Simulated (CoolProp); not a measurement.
Properties of oxygen along the isobar 0.346 MPa (Tc = -118.6 °C, pc = 5.046 MPa, ω = 0.022).

Model: reference Helmholtz-energy equation of state, Schmidt 1985, in CoolProp.

```csv
T (°C),phase,viscosity (µPa s),fugacity coefficient
-130.45,gas,?,0.9712
-125.05,gas,11.3,?
-119.55,gas,11.7,0.9768
-114.05,gas,12.1,0.9791
-108.65,gas,?,0.9811
-103.15,gas,?,0.9829
-97.75,gas,?,0.9845
-92.25,gas,13.5,0.9859
-86.75,gas,13.9,0.9871
-81.35,gas,14.2,0.9882
-75.85,gas,14.6,0.9892
-70.45,gas,14.9,0.9901
```

**Question.** Complete the blanks.

**Answer.** 
- -130.45, viscosity (µPa s): 10.9
- -125.05, fugacity coefficient: 0.9742
- -108.65, viscosity (µPa s): 12.4
- -103.15, viscosity (µPa s): 12.8
- -97.75, viscosity (µPa s): 13.2

Viscosity comes from a separate model (Lemmon 2004).
